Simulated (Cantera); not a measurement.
A closed system holds: 1 mol Fe3O4, 0.9 mol H2, 0.74 mol H2O, at 1175 K and 1.00 Torr.

Cantera equilibrium calculation (NASA polynomials, part measured and part estimated; ideal gas, pure solids and liquids). Candidate condensed phases: Fe, FeO, Fe(OH)2, Fe(OH)3, Fe2O3, Fe3O4, H2O; 12 gas species. Mutual solubility and eutectic melting of coexisting phases are not modelled. The tables' stoichiometric FeO is somewhat more stable than real wüstite, so its field is too wide. FeO: taken at fixed stoichiometry. Kinetics and transport are ignored.

Base state: H2O 0.959, H2 0.0408 (mole fractions); condensed: FeO(s) + Fe3O4(s).

Q: What changes in the equilibrium state with this change: temperature from 1175 K to 2150 K?

A: 
```tsv
species	before	after
H2O	0.959	0.712
O2	<1e-9	0.0708
H2	0.0408	0.0607
Fe	<1e-9	0.0531
FeO	<1e-9	0.0173
O	<1e-9	0.0142
OH	1.11e-7	0.0431
H	6.78e-7	0.0285
Fe(OH)2	2.76e-7	0.000523
FeO(s), mol	2.50	0
Fe3O4(s), mol	0.167	0
FeO(l), mol	0	2.86
```
